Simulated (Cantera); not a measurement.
Input: 1 mol Si₃N₄, 4.3 mol CO₂, 610 mol N₂, at 5.30e-5 bar.

Cantera equilibrium calculation (NASA polynomials, part measured and part estimated; ideal gas, pure solids and liquids). Candidate condensed phases: C, Si, SiC, SiO₂, Si₂N₂O, Si₃N₄; 34 gas species. The tables hold silica as quartz up to 1696 K and as liquid above; real silica turns to tridymite and cristobalite and melts near 1996 K. The numbers say what is thermodynamically allowed, not how fast it happens. All values below are at 1300 °C.

Base state: N₂ 0.990, CO 0.00676, SiO 0.00294, CO₂ 0.000192 (mole fractions); condensed: SiO₂(β-quartz).

What changes in the equilibrium state with this change: pressure from 5.30e-5 bar to 1 atm?


```json
[
 {"species": "N₂", "before": "0.990", "after": "0.993"},
 {"species": "CO", "before": "0.00676", "after": "0.00698"},
 {"species": "SiO", "before": "0.00294", "after": "1.41e-5"},
 {"species": "CO₂", "before": "0.000192", "after": "2.16e-6"},
 {"species": "SiO₂(β-quartz), mol", "before": "1.18", "after": "1.86"},
 {"species": "Si₂N₂O(s), mol", "before": "0", "after": "0.564"}
]
```
Mutual solubility and eutectic melting of coexisting phases are not modelled.

What changes in the equilibrium state with this change: pressure from 5.30e-5 bar to 1.20 bar?


```json
[
 {"species": "N₂", "before": "0.990", "after": "0.993"},
 {"species": "CO", "before": "0.00676", "after": "0.00698"},
 {"species": "SiO", "before": "0.00294", "after": "1.13e-5"},
 {"species": "CO₂", "before": "0.000192", "after": "2.28e-6"},
 {"species": "SiO₂(β-quartz), mol", "before": "1.18", "after": "1.86"},
 {"species": "Si₂N₂O(s), mol", "before": "0", "after": "0.565"}
]
```
Mutual solubility and eutectic melting of coexisting phases are not modelled.
